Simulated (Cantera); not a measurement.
Input (Python, Cantera):

```python
import numpy as np
import cantera as ct

gas = ct.Solution("gri30.yaml")
gas.TPX = 1925, 95000, {'NO': 1, 'N2': 0.38}
inlet = ct.Reservoir(gas, clone=True)

reactor = ct.IdealGasConstPressureReactor(gas, energy="off", clone=False)
exhaust = ct.Reservoir(gas, clone=True)
tau = [0.33, 0.16, 0.074, 0.036, 0.017, 0.0081, 0.0039, 0.0019][0]
for a, b in ((inlet, reactor), (reactor, exhaust)):
    ct.MassFlowController(a, b, mdot=lambda t: reactor.mass / tau)
net = ct.ReactorNet([reactor])
show = ['NO', 'O', 'N2O', 'N2', 'NO2']

rows = []
print(f"{'tau/s':>10s}{'T/K':>9s}" + "".join(f"{s:>11s}" for s in show))
for tau in [0.33, 0.16, 0.074, 0.036, 0.017, 0.0081, 0.0039, 0.0019]:
    net.initial_time = 0.0
    net.advance(30 * tau)
    before = gas.X
    net.advance(40 * tau)
    drift = np.max(np.abs(gas.X - before) / (gas.X + 1e-9))
    rows.append([gas.T, *gas[show].X, drift])
    print(f"{tau:10.3e}{gas.T:9.1f}" + "".join(f"{x:11.3e}" for x in gas[show].X))
```

Output:

```
     tau/s      T/K         NO          O        N2O         N2        NO2
 3.300e-01   1925.0  5.581e-01  1.163e-04  1.341e-04  3.584e-01  6.908e-04
 1.600e-01   1925.0  6.288e-01  9.257e-05  1.724e-04  3.230e-01  6.104e-04
 7.400e-02   1925.0  6.758e-01  7.245e-05  2.006e-04  2.996e-01  5.036e-04
 3.600e-02   1925.0  6.998e-01  5.937e-05  2.147e-04  2.876e-01  4.193e-04
 1.700e-02   1925.0  7.126e-01  5.065e-05  2.190e-04  2.812e-01  3.576e-04
 8.100e-03   1925.0  7.188e-01  4.510e-05  2.141e-04  2.781e-01  3.163e-04
 3.900e-03   1925.0  7.218e-01  4.075e-05  1.989e-04  2.766e-01  2.824e-04
 1.900e-03   1925.0  7.232e-01  3.592e-05  1.719e-04  2.759e-01  2.438e-04
```

Cantera simulation using GRI-Mech 3.0 (53 species, 325 reactions); the numbers are that mechanism's predictions, not measurements.
